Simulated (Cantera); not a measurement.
Charge: 1 mol Hg, 2.5 mol H2, a varied amount of N2, held at 600 K and 82.0 Pa.

Equilibrium computed with Cantera from the NASA thermochemical tables; the gas is ideal and each condensed phase is pure. Candidate condensed phases: Hg; 10 gas species. Kinetics and transport are ignored.

**Question.** At 17 mol N2, list the 3 most abundant gas species with their mole fractions, and the condensed phases.

**Answer.** N2 0.829, H2 0.122, Hg 0.0488. Condensed: gas only.
